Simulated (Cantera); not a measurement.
What does this Cantera script print?

```python
import numpy as np
import cantera as ct

gas_names = [...]  # 114 gases of nasa_gas.yaml made of C, Fe, H, O
cond_names = """
    C(gr) C6H6(L) C7H8(L) C8H18(L),n-octa Fe(a) Fe(c) Fe(d) Fe(L) FeC5O5(L) FeO(s) FeO(L) Fe(OH)2(s)
    Fe(OH)3(s) Fe2O3(s) Fe3O4(s) H2O(s) H2O(L)
""".split()


# ... load() reads the species with a 1 bar reference pressure and builds the phases ...
atoms = {
    'Fe': {'Fe': 1},
    'CO2': {'C': 1, 'O': 2},
    'H2': {'H': 2},
}
top_T = {'C(gr)': 4500, 'Fe2O3(s)': 1830, 'Fe3O4(s)': 1870}  # K; cautious upper limits of use, not melting points


# ... equilibrate(T, P, feed) seeds the gas with the atoms and calls Mixture.equilibrate('TP', solver="vcs", rtol=1e-11, max_steps=5000) ...
results = []
feed = {'Fe': 1, 'CO2': 0.039, 'H2': 1.9}  # mol
T = 1673.15  # K
P = 1100000  # Pa
mix = equilibrate(T, P, feed)
results.append((T, P, feed, dict(zip(mix.species_names, mix.species_moles))))
print(gas.report(threshold=0.001))
for i in range(1, mix.n_phases):
    print(f"{mix.phase(i).name:16s} {mix.phase_moles(i):12.5e} mol")
```

Result:

```
       temperature   1673.2 K
          pressure   1.1e+06 Pa
           density   0.22623 kg/m^3
  mean mol. weight   2.861 kg/kmol
   phase of matter   gas

                          1 kg             1 kmol
                     ---------------   ---------------
          enthalpy        1.2322e+07        3.5253e+07  J
   internal energy        7.4595e+06        2.1342e+07  J
           entropy             58392        1.6706e+05  J/K
    Gibbs function       -8.5377e+07       -2.4426e+08  J
 heat capacity c_p             11678             33411  J/K
 heat capacity c_v              8772             25097  J/K

                      mass frac. Y      mole frac. X     chem. pot. / RT
                     ---------------   ---------------   ---------------
                CO             0.195          0.019918           -36.574
                H2           0.67631           0.95979            -16.57
               H2O           0.12633          0.020062            -45.61
     [ +111 minor]         0.0023647        0.00023258

C(gr)             0.00000e+00 mol
Fe(d)             9.99999e-01 mol
FeC5O5(L)         0.00000e+00 mol
FeO(L)            0.00000e+00 mol
Fe2O3(s)          0.00000e+00 mol
Fe3O4(s)          0.00000e+00 mol
```

Method: chemical equilibrium by Gibbs-energy minimisation in Cantera with the NASA 1993 tables (ideal gas, pure condensed phases).
